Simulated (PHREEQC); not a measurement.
PHREEQC input (ion-association model, wateq4f.dat):

```
SOLUTION_MASTER_SPECIES
  An  An-  0  An  62.0  # stands for a non-complexing anion
SOLUTION_SPECIES
  An- = An-
    -log_k 0
    -gamma 3.0 0
PHASES
  Fix_H+
    H+ = H+
    -log_k 0
SOLUTION 1
  temp 25
  units mmol/kgw
  pH 7 charge
  Na 50
  An 50
END
SELECTED_OUTPUT 1
  -reset false
  -pH true
  -pe true
  -ionic_strength true
  -water true
  -totals Na
  -molalities Hfo_wOH Hfo_wOH2+ Hfo_wO- Hfo_sOH Hfo_sOH2+ Hfo_sO-
USER_PUNCH 1
  -headings sigma psi
  10 PUNCH EDL("sigma", "Hfo"), EDL("psi", "Hfo")
PRINT
  -reset false
USE solution 1
SURFACE 1
  Hfo_wOH 5.8427e-05 600 0.026
  Hfo_sOH 1.46067e-06
EQUILIBRIUM_PHASES 1
  Fix_H+ -4 HAn 10
    -force_equality true
  O2(g) -0.68 10
END
# ... the last block is repeated for the other 16 points of pH, with NaOH or the acid as the point needs
```

Selected output (columns that matter, 17 of 17 rows; pH added in front):

```
pH	mu	Na	m_Hfo_wOH	m_Hfo_wOH2+	m_Hfo_wO-	m_Hfo_sOH	m_Hfo_sOH2+	m_Hfo_sO-	sigma	psi
4	0.050141	0.05	1.1952e-05	4.6405e-05	7.0516e-08	2.9879e-07	1.1601e-06	1.7629e-09	0.29377	0.15977
4.5	0.050056	0.05	2.0345e-05	3.7831e-05	2.5065e-07	5.0862e-07	9.4578e-07	6.2662e-09	0.23827	0.14911
5	0.050026	0.05	2.864e-05	2.9142e-05	6.4482e-07	7.1601e-07	7.2854e-07	1.612e-08	0.18067	0.13502
5.5	0.050014	0.05	3.5324e-05	2.1791e-05	1.3118e-06	8.831e-07	5.4478e-07	3.2794e-08	0.12984	0.1183
6	0.050008	0.05	3.9921e-05	1.6261e-05	2.2452e-06	9.9802e-07	4.0653e-07	5.6129e-08	0.088862	0.099385
6.5	0.050005	0.05	4.2649e-05	1.2423e-05	3.3542e-06	1.0662e-06	3.1058e-07	8.3854e-08	0.0575	0.078422
7	0.050003	0.05	4.4044e-05	9.8889e-06	4.494e-06	1.1011e-06	2.4722e-07	1.1235e-07	0.034204	0.055532
7.5	0.050001	0.05	4.4652e-05	8.2162e-06	5.5591e-06	1.1163e-06	2.054e-07	1.3898e-07	0.016846	0.031067
8	0.050001	0.050001	4.4844e-05	7.0191e-06	6.5635e-06	1.1211e-06	1.7548e-07	1.6409e-07	0.002888	0.0056452
8.5	0.050005	0.050006	4.4774e-05	6.0028e-06	7.6505e-06	1.1193e-06	1.5007e-07	1.9126e-07	-0.010447	-0.019955
9	0.050014	0.050017	4.4381e-05	4.974e-06	9.0717e-06	1.1095e-06	1.2435e-07	2.2679e-07	-0.02598	-0.04493
9.5	0.050043	0.050046	4.3392e-05	3.8596e-06	1.1176e-05	1.0848e-06	9.6489e-08	2.7939e-07	-0.046385	-0.06857
10	0.050129	0.050135	4.1318e-05	2.7174e-06	1.4392e-05	1.0329e-06	6.7936e-08	3.5979e-07	-0.074016	-0.090392
10.5	0.050399	0.050408	3.7571e-05	1.687e-06	1.9169e-05	9.3928e-07	4.2176e-08	4.7921e-07	-0.11084	-0.11016
11	0.051247	0.05126	3.1687e-05	8.8979e-07	2.585e-05	7.9217e-07	2.2245e-08	6.4626e-07	-0.15825	-0.12768
11.5	0.053936	0.053954	2.3576e-05	3.6928e-07	3.4482e-05	5.894e-07	9.2319e-09	8.6204e-07	-0.21628	-0.14226
12	0.062572	0.062595	1.3924e-05	1.0003e-07	4.4403e-05	3.481e-07	2.5007e-09	1.1101e-06	-0.28089	-0.15182
```
